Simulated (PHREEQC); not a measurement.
Synthetic water in mg/kgw, 20 °C, pH 2.85, pe 8.8: Na 98.1; K 2.57; Ca 393; Mg 26.7; Cl 53; S(6) as SO4 1260; O(0) (dissolved oxygen) 0.232.

Valence states are taken as typed.

The numbers come from PHREEQC with the ion-association model, wateq4f.dat.

```
Quantity                      Result
--------------------  --------------
ionic strength        0.0371 mol/kgw
total alkalinity        -2.32 meq/kg
charge-balance error           1.8 %
```

| species | molality | activity | log γ |
|---|---|---|---|
| SO4-2 | 0.00899 | 0.00453 | -0.298 |
| Ca+2 | 0.00680 | 0.00348 | -0.290 |
| Na+ | 0.00418 | 0.00351 | -0.075 |
| CaSO4 | 0.00298 | 0.00300 | 0.004 |
| H+ | 0.00163 | 0.00141 | -0.062 |
| Cl- | 0.00150 | 0.00125 | -0.079 |
| Mg+2 | 0.000741 | 0.000387 | -0.282 |
| HSO4- | 0.000666 | 0.000559 | -0.076 |
| MgSO4 | 0.000358 | 0.000360 | 0.004 |
| NaSO4- | 9.13e-5 | 7.72e-5 | -0.073 |
| K+ | 6.39e-5 | 5.32e-5 | -0.079 |
| CaHSO4+ | 2.79e-5 | 2.34e-5 | -0.076 |
| O2 | 7.25e-6 | 7.31e-6 | 0.004 |
| KSO4- | 1.83e-6 | 1.55e-6 | -0.073 |

No solid was allowed to form. Complexes and solids missing from the database can't appear.
